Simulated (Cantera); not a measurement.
Input (Python, Cantera) and output of one run.

```python
import numpy as np
import cantera as ct

gas_names = """
    H HO2 H2 H2O H2O2 Hg O OH O2 O3
""".split()
cond_names = """
    H2O(s) H2O(L) Hg(cr) Hg(L) HgO(s)
""".split()


# ... load() reads the species with a 1 bar reference pressure and builds the phases ...
atoms = {
    'HgO': {'Hg': 1, 'O': 1},
    'H2': {'H': 2},
}
top_T = {}  # K; cautious upper limits of use, not melting points


# ... equilibrate(T, P, feed) seeds the gas with the atoms and calls Mixture.equilibrate('TP', solver="vcs", rtol=1e-11, max_steps=5000) ...
results = []
feed = {'HgO': 1, 'H2': 0.27}  # mol
T = 1475  # K
P = 1400  # Pa
mix = equilibrate(T, P, feed)
results.append((T, P, feed, dict(zip(mix.species_names, mix.species_moles))))
print(gas.report(threshold=1e-06))
for i in range(1, mix.n_phases):
    print(f"{mix.phase(i).name:16s} {mix.phase_moles(i):12.5e} mol")
```

Output:

```
       temperature   1475 K
          pressure   1400 Pa
           density   0.01516 kg/m^3
  mean mol. weight   132.8 kg/kmol
   phase of matter   gas

                          1 kg             1 kmol
                     ---------------   ---------------
          enthalpy        2.2013e+05        2.9232e+07  J
   internal energy        1.2778e+05        1.6969e+07  J
           entropy            2028.2        2.6934e+05  J/K
    Gibbs function       -2.7715e+06       -3.6804e+08  J
 heat capacity c_p             215.5             28617  J/K
 heat capacity c_v            152.89             20303  J/K

                      mass frac. Y      mole frac. X     chem. pot. / RT
                     ---------------   ---------------   ---------------
                H2        6.0344e-08        3.9749e-06           -35.258
               H2O          0.022384             0.165           -52.007
                Hg           0.92381           0.61158           -22.802
                 O        1.3808e-06        1.1461e-05           -16.749
                OH        3.0446e-05        0.00023773           -34.378
                O2          0.053773           0.22316           -33.497
     [   +4 minor]        2.0778e-08         2.954e-07

Hg(L)             0.00000e+00 mol
```

These are equilibrium values from Cantera (NASA tables, ideal gas, pure condensed phases), not measurements of a reactor.
